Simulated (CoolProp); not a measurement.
Properties of n-perfluoropentane along the isobar 1.01 bar (Tc = 147.9 °C, pc = 20.63 bar, ω = 0.436).

Model: reference Helmholtz-energy equation of state, Gao 2022, in CoolProp.

```json
[
 {"T (°C)": "61.15", "phase": "gas", "Z": "0.9612", "cp (kJ/(kg K))": "0.8702", "cv (kJ/(kg K))": "0.8352", "expansivity (1/kK)": "3.430"},
 {"T (°C)": "72.95", "phase": "gas", "Z": "0.9658", "cp (kJ/(kg K))": "0.8860", "cv (kJ/(kg K))": "0.8518", "expansivity (1/kK)": "3.260"},
 {"T (°C)": "84.75", "phase": "gas", "Z": "0.9697", "cp (kJ/(kg K))": "0.9013", "cv (kJ/(kg K))": "0.8677", "expansivity (1/kK)": "3.109"},
 {"T (°C)": "96.65", "phase": "gas", "Z": "0.9731", "cp (kJ/(kg K))": "0.9162", "cv (kJ/(kg K))": "0.8832", "expansivity (1/kK)": "2.974"},
 {"T (°C)": "108.45", "phase": "gas", "Z": "0.9760", "cp (kJ/(kg K))": "0.9305", "cv (kJ/(kg K))": "0.8980", "expansivity (1/kK)": "2.854"},
 {"T (°C)": "120.35", "phase": "gas", "Z": "0.9785", "cp (kJ/(kg K))": "0.9445", "cv (kJ/(kg K))": "0.9123", "expansivity (1/kK)": "2.743"},
 {"T (°C)": "132.15", "phase": "gas", "Z": "0.9807", "cp (kJ/(kg K))": "0.9578", "cv (kJ/(kg K))": "0.9260", "expansivity (1/kK)": "2.644"},
 {"T (°C)": "143.95", "phase": "gas", "Z": "0.9826", "cp (kJ/(kg K))": "0.9707", "cv (kJ/(kg K))": "0.9391", "expansivity (1/kK)": "2.553"},
 {"T (°C)": "155.85", "phase": "gas", "Z": "0.9843", "cp (kJ/(kg K))": "0.9833", "cv (kJ/(kg K))": "0.9519", "expansivity (1/kK)": "2.468"},
 {"T (°C)": "167.65", "phase": "gas", "Z": "0.9858", "cp (kJ/(kg K))": "0.9952", "cv (kJ/(kg K))": "0.9641", "expansivity (1/kK)": "2.390"},
 {"T (°C)": "179.45", "phase": "gas", "Z": "0.9871", "cp (kJ/(kg K))": "1.007", "cv (kJ/(kg K))": "0.9758", "expansivity (1/kK)": "2.318"},
 {"T (°C)": "191.35", "phase": "gas", "Z": "0.9883", "cp (kJ/(kg K))": "1.018", "cv (kJ/(kg K))": "0.9872", "expansivity (1/kK)": "2.249"},
 {"T (°C)": "203.15", "phase": "gas", "Z": "0.9894", "cp (kJ/(kg K))": "1.029", "cv (kJ/(kg K))": "0.9980", "expansivity (1/kK)": "2.186"},
 {"T (°C)": "215.05", "phase": "gas", "Z": "0.9904", "cp (kJ/(kg K))": "1.039", "cv (kJ/(kg K))": "1.009", "expansivity (1/kK)": "2.126"},
 {"T (°C)": "226.85", "phase": "gas", "Z": "0.9912", "cp (kJ/(kg K))": "1.049", "cv (kJ/(kg K))": "1.019", "expansivity (1/kK)": "2.071"}
]
```
